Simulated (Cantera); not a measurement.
**Adiabatic ignition**

An adiabatic, constant-pressure homogeneous reactor starts with 35.8 % CO, 4.30 % H2, 12.5 % O2, 47.3 % N2, equivalence ratio 1.6, at 1550 K and 22.0 bar.

Detailed kinetics in Cantera: GRI-Mech 3.0 (53 species, 325 reactions). The hydrogen kinetics of GRI-Mech 3.0 are dated; newer H2 mechanisms differ, most at raised pressure. The pressure lies above the range GRI-Mech 3.0 was tuned for (to about 10 atm). Above 3000 K some thermodynamic fits are extrapolated.

```tsv
t (s)	T (K)	x CO	x H2	x O2	x CO2	x H2O
5.00e-6	2935	0.210	0.00515	0.0193	0.186	0.0342
1.14e-5	3081	0.196	0.00471	0.0122	0.204	0.0371
2.60e-5	3092	0.195	0.00471	0.0107	0.205	0.0375
5.95e-5	3083	0.196	0.00477	0.00990	0.205	0.0376
0.000136	3077	0.197	0.00481	0.00941	0.204	0.0377
0.000310	3076	0.197	0.00482	0.00934	0.204	0.0377
0.000707	3076	0.197	0.00482	0.00934	0.204	0.0377
0.00161	3076	0.197	0.00482	0.00934	0.204	0.0377
0.00368	3076	0.197	0.00482	0.00934	0.204	0.0377
0.00841	3076	0.197	0.00482	0.00934	0.204	0.0377
0.0192	3076	0.197	0.00482	0.00934	0.204	0.0377
0.0438	3076	0.197	0.00482	0.00934	0.204	0.0377
0.100	3076	0.197	0.00482	0.00934	0.204	0.0377
```
x: mole fraction; the columns are a selection and need not sum to one.

| Item | Value |
|---|---|
| time of steepest temperature rise | 1.41 µs |
| temperature at 0.100 s | 3076 K |
| equilibrium temperature | 3076 K |
| x(CO) at 0.100 s | 0.197 (gas-phase equilibrium 0.197) |
| x(H2) at 0.100 s | 0.00482 (gas-phase equilibrium 0.00482) |
| x(O2) at 0.100 s | 0.00934 (gas-phase equilibrium 0.00934) |
